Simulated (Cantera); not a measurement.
What does this Cantera script print?

```python
import numpy as np
import cantera as ct

gas = ct.Solution("gri30.yaml")
gas.TPX = 723, 101325, {'CH4': 1, 'O2': 3.64, 'N2': 13.7, 'H2O': 4.8}
inlet = ct.Reservoir(gas, clone=True)
gas.equilibrate("HP")  # start burning
reactor = ct.IdealGasConstPressureReactor(gas, energy="on", clone=False)
exhaust = ct.Reservoir(gas, clone=True)
tau = [0.071, 0.034, 0.016, 0.0077, 0.0037, 0.0017, 0.00083, 0.0004, 0.00019, 9e-05, 4.3e-05, 2e-05][0]
for a, b in ((inlet, reactor), (reactor, exhaust)):
    ct.MassFlowController(a, b, mdot=lambda t: reactor.mass / tau)
net = ct.ReactorNet([reactor])
show = ['CH4', 'O2', 'H2O', 'NO', 'CH3', 'CO2']

rows = []
print(f"{'tau/s':>10s}{'T/K':>9s}" + "".join(f"{s:>11s}" for s in show))
for tau in [0.071, 0.034, 0.016, 0.0077, 0.0037, 0.0017, 0.00083, 0.0004, 0.00019, 9e-05, 4.3e-05, 2e-05]:
    net.initial_time = 0.0
    net.advance(30 * tau)
    before = gas.X
    net.advance(40 * tau)
    drift = np.max(np.abs(gas.X - before) / (gas.X + 1e-9))
    rows.append([gas.T, *gas[show].X, drift])
    print(f"{tau:10.3e}{gas.T:9.1f}" + "".join(f"{x:11.3e}" for x in gas[show].X))
```

Result:

```
     tau/s      T/K        CH4         O2        H2O         NO        CH3        CO2
 7.100e-02   1638.1  1.969e-05  7.083e-02  2.931e-01  1.347e-06  4.251e-06  4.292e-02
 3.400e-02   1635.1  3.157e-05  7.091e-02  2.928e-01  1.362e-06  6.756e-06  4.273e-02
 1.600e-02   1630.2  5.152e-05  7.105e-02  2.924e-01  1.344e-06  1.071e-05  4.240e-02
 7.700e-03   1623.0  8.387e-05  7.133e-02  2.919e-01  1.288e-06  1.660e-05  4.187e-02
 3.700e-03   1611.5  1.397e-04  7.184e-02  2.910e-01  1.218e-06  2.577e-05  4.096e-02
 1.700e-03   1591.8  2.511e-04  7.289e-02  2.897e-01  1.134e-06  4.190e-05  3.927e-02
 8.300e-04   1561.1  4.730e-04  7.481e-02  2.878e-01  9.767e-07  6.954e-05  3.635e-02
 4.000e-04    723.0  4.322e-02  1.573e-01  2.074e-01  1.126e-22  3.328e-14  1.493e-17
 1.900e-04    723.0  4.322e-02  1.573e-01  2.074e-01 -1.976e-27  1.581e-14 -2.620e-22
 9.000e-05    723.0  4.322e-02  1.573e-01  2.074e-01  7.019e-31  7.485e-15  9.310e-26
 4.300e-05    723.0  4.322e-02  1.573e-01  2.074e-01  1.399e-32  3.655e-15  1.863e-27
 2.000e-05    723.0  4.322e-02  1.573e-01  2.074e-01 -5.262e-37  1.664e-15  7.421e-31
```

Detailed kinetics in Cantera: GRI-Mech 3.0 (53 species, 325 reactions).
